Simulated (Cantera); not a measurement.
An isothermal, constant-pressure homogeneous reactor starts with 0.910 % CO, 0.587 % O2, 0.626 % H2O, 97.9 % N2, equivalence ratio 0.77, at 1100 K and 8.29 atm.

Cantera simulation using GRI-Mech 3.0 (53 species, 325 reactions); the numbers are that mechanism's predictions, not measurements.

x: mole fraction; the columns are a selection and need not sum to one.

```tsv
t (s)	x CO	x O2	x H2O	x HO2	x H
0.000200	0.00910	0.00587	0.00626	4.26e-10	2.09e-11
0.000659	0.00910	0.00587	0.00626	?	6.36e-11
0.00217	0.00910	0.00587	0.00626	?	3.51e-10
0.00714	0.00909	0.00587	0.00626	?	1.38e-8
0.0235	0.00868	0.00567	0.00625	3.09e-6	6.63e-8
0.0775	0.00725	0.00496	0.00624	3.04e-6	6.75e-8
0.255	0.00414	0.00340	0.00625	?	5.18e-8
0.840	0.00104	0.00185	0.00628	?	1.82e-8
2.77	9.64e-5	0.00138	0.00629	?	1.50e-9
9.11	2.38e-6	0.00133	0.00629	?	4.28e-11
30.0	1.18e-10	0.00133	0.00629	4.08e-11	<1e-12
```

Problem. Fill in the missing entries.

Solution. 
- 0.000659, x HO2: 3.00e-9
- 0.00217, x HO2: 2.28e-8
- 0.00714, x HO2: 8.57e-7
- 0.255, x HO2: 2.35e-6
- 0.840, x HO2: 1.14e-6
- 2.77, x HO2: 2.60e-7
- 9.11, x HO2: 1.42e-8
